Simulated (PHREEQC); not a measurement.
Dissolve 7.3 mmol/kgw NH3 and 5.2 mmol/kgw CO2 at 25 °C. Closed to the air; pH follows from the charge balance.

Computed with PHREEQC (ion-association model, wateq4f.dat).

No solid was allowed to form.

### Question
Predict the pH, ionic strength.

### Answer
pH 8.83; ionic strength 0.00559 mol/kgw.

### Question
In which forms is N present?

### Answer
NH4+ 74 %, NH3 26 % of the N.
